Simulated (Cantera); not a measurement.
A counterflow diffusion flame at 1.00 bar, nozzles 20 mm apart: fuel side H2 = 1 (molar parts) at 300 K, oxidiser side O2 : N2 = 0.22 : 0.78 (molar parts) at 350 K, fuel mass flux 0.29 times the oxidiser's; mixture-averaged transport, no radiation.

Cantera simulation using the H2/O2 subset of GRI-Mech 3.0, which has no nitrogen chemistry; the numbers are that mechanism's predictions, not measurements. The maximum strain rate includes the flame's own expansion and is several times the mean.

x: mole fraction; the columns are a selection and need not sum to one.

```json
[
 {"oxidiser flux (kg/m²/s)": "0.6", "max strain (1/s)": "744", "mean strain (1/s)": "138", "T max (K)": "2443", "peak x OH": "0.0208", "peak x H": "[?]", "peak x H2O": "0.288", "peak x HO2": "5.94e-5"},
 {"oxidiser flux (kg/m²/s)": "0.87", "max strain (1/s)": "1040", "mean strain (1/s)": "200", "T max (K)": "2395", "peak x OH": "0.0209", "peak x H": "[?]", "peak x H2O": "0.284", "peak x HO2": "7.59e-5"},
 {"oxidiser flux (kg/m²/s)": "1.3", "max strain (1/s)": "1470", "mean strain (1/s)": "299", "T max (K)": "2342", "peak x OH": "0.0211", "peak x H": "[?]", "peak x H2O": "0.281", "peak x HO2": "9.54e-5"},
 {"oxidiser flux (kg/m²/s)": "1.9", "max strain (1/s)": "2020", "mean strain (1/s)": "437", "T max (K)": "2284", "peak x OH": "0.0211", "peak x H": "[?]", "peak x H2O": "0.278", "peak x HO2": "0.000116"},
 {"oxidiser flux (kg/m²/s)": "2.7", "max strain (1/s)": "2720", "mean strain (1/s)": "620", "T max (K)": "2225", "peak x OH": "0.0208", "peak x H": "[?]", "peak x H2O": "0.275", "peak x HO2": "0.000137"},
 {"oxidiser flux (kg/m²/s)": "4", "max strain (1/s)": "3800", "mean strain (1/s)": "919", "T max (K)": "2154", "peak x OH": "0.0203", "peak x H": "[?]", "peak x H2O": "0.272", "peak x HO2": "0.000163"},
 {"oxidiser flux (kg/m²/s)": "5.8", "max strain (1/s)": "5200", "mean strain (1/s)": "1330", "T max (K)": "2091", "peak x OH": "0.0198", "peak x H": "[?]", "peak x H2O": "0.269", "peak x HO2": "0.000190"},
 {"oxidiser flux (kg/m²/s)": "8.4", "max strain (1/s)": "6980", "mean strain (1/s)": "1930", "T max (K)": "2015", "peak x OH": "0.0186", "peak x H": "[?]", "peak x H2O": "0.266", "peak x HO2": "0.000218"},
 {"oxidiser flux (kg/m²/s)": "12", "max strain (1/s)": "9970", "mean strain (1/s)": "2760", "T max (K)": "1949", "peak x OH": "0.0178", "peak x H": "[?]", "peak x H2O": "0.262", "peak x HO2": "0.000249"}
]
```

What belongs in the gaps?


- 0.6, peak x H: 0.0169
- 0.87, peak x H: 0.0191
- 1.3, peak x H: 0.0220
- 1.9, peak x H: 0.0249
- 2.7, peak x H: 0.0279
- 4, peak x H: 0.0316
- 5.8, peak x H: 0.0356
- 8.4, peak x H: 0.0391
- 12, peak x H: 0.0431
